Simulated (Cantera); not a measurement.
An isothermal, constant-pressure homogeneous reactor starts with H2 : O2 = 0.17 : 1 (molar parts), at 1400 K and 28.5 Torr.

Model: the H2/O2 subset of GRI-Mech 3.0, which has no nitrogen chemistry, integrated in Cantera. Radical loss at walls, strong at low pressure, is not modelled. The temperature is held fixed by assumption; the heat of reaction is taken as removed at once.

x: mole fraction; the columns are a selection and need not sum to one.

```csv
t (s),x H2,x O2,x H2O2,x H2O,x H
0.000200,0.0934,0.821,3.56e-7,0.0369,0.0177
0.000843,0.00516,0.766,4.29e-7,0.122,0.0276
0.00356,0.00274,0.806,4.10e-7,0.140,0.00949
0.0150,0.000385,0.837,2.01e-7,0.154,0.000465
0.0632,?,0.843,?,0.156,?
0.267,3.03e-6,0.843,1.18e-8,0.156,3.28e-7
1.12,?,0.843,?,0.157,?
4.74,3.98e-7,0.843,3.14e-9,0.157,1.59e-8
20.0,3.98e-7,0.843,3.14e-9,0.157,1.58e-8
```

Q: Fill in the missing entries.

A: 
- 0.0632, x H2: 2.82e-5
- 0.0632, x H2O2: 5.06e-8
- 0.0632, x H: 9.17e-6
- 1.12, x H2: 5.88e-7
- 1.12, x H2O2: 3.87e-9
- 1.12, x H: 2.83e-8
